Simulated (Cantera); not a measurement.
**Diamond growth**

A diamond (100) surface in a fixed gas of H2 with x(CH4) = 0.012, x(H) = 0.045, at 1400 K, 8400 Pa; coverages are run to steady state.

Detailed kinetics in Cantera: the Harris–Goodwin 1993 mechanism for the reconstructed diamond (100) surface.

```
x(CH3)   growth (µm/h)  θ c6HH  θ c6H*  θ c6*H  θ c6**    θ c6HM
-------  -------------  ------  ------  ------  ------  --------
1e-06           0.0442   0.325  0.0606   0.547  0.0673   5.79e-7
2.3e-06          0.102   0.325  0.0606   0.547  0.0673   1.33e-6
5.5e-06          0.243   0.325  0.0606   0.547  0.0673   3.19e-6
1.3e-05          0.574   0.325  0.0606   0.547  0.0673   7.53e-6
3e-05             1.32   0.325  0.0606   0.547  0.0672   1.74e-5
6.9e-05           3.05   0.325  0.0606   0.547  0.0672   4.00e-5
0.00016           7.06   0.325  0.0606   0.547  0.0672   9.27e-5
0.00038           16.7   0.325  0.0606   0.547  0.0671  0.000220
0.00088           38.7   0.325  0.0605   0.547  0.0669  0.000508
```
θ: site fractions in the mechanism's names (c6HH fully hydrogenated, c6H* and c6*H radical sites, c6** diradical, c6HM methylated).
